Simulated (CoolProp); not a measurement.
Saturation properties of ammonia.

Computed with CoolProp (reference Helmholtz-energy equation of state, Gao 2020).

```csv
T (°C),p (kPa),vapour Z,vapour viscosity (µPa s),liquid conductivity (mW/(m K))
-46.65,49.56,0.9825,7.67,710
-41.95,64.46,0.9793,7.80,694
-37.15,83.28,0.9756,7.94,678
-32.35,106.3,0.9715,8.08,662
-27.55,134.3,0.9670,8.22,646
-22.75,167.9,0.9620,8.37,630
-18.05,207.1,0.9566,8.51,615
-13.25,254.2,0.9506,8.65,600
-8.45,309.4,0.9441,8.80,585
-3.65,373.7,0.9371,8.94,570
1.05,446.4,0.9297,9.09,556
5.85,531.5,0.9215,9.24,542
10.65,628.7,0.9128,9.38,528
```

It boils at -33.3 °C under 1 atm.

Viscosity comes from a separate model (Fenghour 1995). Thermal conductivity comes from a separate model (Tufeu 1984).
